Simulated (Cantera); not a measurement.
# Equilibrium for aluminium and copper etching: Cu + HF

Feed: 1 mol Cu, 1.9 mol HF, equilibrated at 480 Pa.

Equilibrium computed with Cantera from the NASA thermochemical tables; the gas is ideal and each condensed phase is pure. Candidate condensed phases: Cu, CuF2; 15 gas species. The numbers say what is thermodynamically allowed, not how fast it happens.

| T (K) | x HF | x CuF | x H2 | x Cu | x H2F2 | x H | x CuF2 | x Cu2 | n Cu(s) | n Cu(l) |
|---|---|---|---|---|---|---|---|---|---|---|
| 423 | 1.000 | <1e-12 | 3.76e-12 | <1e-12 | 2.37e-5 | <1e-12 | <1e-12 | <1e-12 | 1.00 | 0 |
| 498 | 1.000 | <1e-12 | 1.28e-12 | <1e-12 | 6.82e-6 | <1e-12 | <1e-12 | <1e-12 | 1.00 | 0 |
| 573 | 1.000 | <1e-12 | 1.79e-12 | <1e-12 | 2.68e-6 | <1e-12 | <1e-12 | <1e-12 | 1.00 | 0 |
| 648 | 1.000 | 6.09e-11 | 3.76e-11 | <1e-12 | 1.30e-6 | <1e-12 | 7.08e-12 | <1e-12 | 1.00 | 0 |
| 723 | 1.000 | 1.76e-9 | 9.37e-10 | <1e-12 | 7.36e-7 | <1e-12 | 5.92e-11 | <1e-12 | 1.00 | 0 |
| 798 | 1.000 | 2.61e-8 | 1.34e-8 | <1e-12 | 4.62e-7 | <1e-12 | 3.16e-10 | <1e-12 | 1.00 | 0 |
| 873 | 1.000 | 2.42e-7 | 1.22e-7 | 9.43e-12 | 3.15e-7 | <1e-12 | 1.25e-9 | <1e-12 | 1.00 | 0 |
| 948 | 1.000 | 1.57e-6 | 7.88e-7 | 3.60e-10 | 2.29e-7 | 6.72e-12 | 3.98e-9 | <1e-12 | 1.000 | 0 |
| 1023 | 1.000 | 7.70e-6 | 3.86e-6 | 8.01e-9 | 1.75e-7 | 1.17e-10 | 1.07e-8 | <1e-12 | 1.000 | 0 |
| 1098 | 1.000 | 3.03e-5 | 1.52e-5 | 1.16e-7 | 1.39e-7 | 1.39e-9 | 2.51e-8 | <1e-12 | 1.000 | 0 |
| 1173 | 1.000 | 9.99e-5 | 5.00e-5 | 1.19e-6 | 1.14e-7 | 1.20e-8 | 5.28e-8 | 2.45e-11 | 1.000 | 0 |
| 1248 | 1.000 | 0.000285 | 0.000142 | 9.18e-6 | 9.55e-8 | 8.04e-8 | 1.02e-7 | 4.44e-10 | 0.999 | 0 |
| 1323 | 0.999 | 0.000718 | 0.000359 | 5.59e-5 | 8.20e-8 | 4.34e-7 | 1.82e-7 | 5.72e-9 | 0.999 | 0 |
| 1398 | 0.997 | 0.00160 | 0.000799 | 0.000270 | 7.16e-8 | 1.93e-6 | 3.01e-7 | 5.20e-8 | 0 | 0.996 |
x: gas mole fraction; n: condensed amount in mol.

From 423 K to 1323 K the condensed part is Cu(s). At 1398 K the condensed part is Cu(l).
